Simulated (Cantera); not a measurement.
**Equilibrium for fluorocarbon and chlorocarbon gases: C2F6 + F2**

Feed: 1 mol C2F6, 0.83 mol F2, equilibrated at 0.0770 bar.

Method: chemical equilibrium by Gibbs-energy minimisation in Cantera with the NASA 1993 tables (ideal gas, pure condensed phases). Candidate condensed phases: C; 13 gas species. The feed counts by its element totals alone. Gases not in the tables: C2F6 and larger saturated fluorocarbons. Equilibrium is a limit: real reactors are often held back by kinetics, nucleation or transport.

```tsv
T (K)	x CF4	x CF2	x CF3	x F	x CF	n C(graphite)
900	1.00	4.44e-11	3.04e-10	<1e-12	<1e-12	0.0850
975	1.00	8.15e-10	3.19e-9	1.59e-11	<1e-12	0.0850
1050	1.00	9.83e-9	2.38e-8	2.57e-10	<1e-12	0.0850
1125	1.00	8.48e-8	1.36e-7	2.87e-9	<1e-12	0.0850
1200	1.000	5.57e-7	6.25e-7	2.38e-8	<1e-12	0.0850
1275	1.000	2.92e-6	2.39e-6	1.53e-7	2.30e-12	0.0850
1350	1.000	1.27e-5	7.88e-6	8.05e-7	2.94e-11	0.0850
1425	1.000	4.73e-5	2.29e-5	3.55e-6	2.87e-10	0.0849
1500	1.000	0.000154	5.95e-5	1.35e-5	2.22e-9	0.0848
1575	0.999	0.000447	0.000141	4.52e-5	1.42e-8	0.0845
1650	0.998	0.00117	0.000310	0.000136	7.60e-8	0.0838
1725	0.996	0.00283	0.000633	0.000370	3.52e-7	0.0822
1800	0.992	0.00632	0.00122	0.000928	1.43e-6	0.0788
1875	0.982	0.0132	0.00221	0.00216	5.18e-6	0.0722
```
x: gas mole fraction; n: condensed amount in mol.

From 900 K to 1875 K the condensed part is C(graphite). The main C-bearing gas is CF4 throughout.
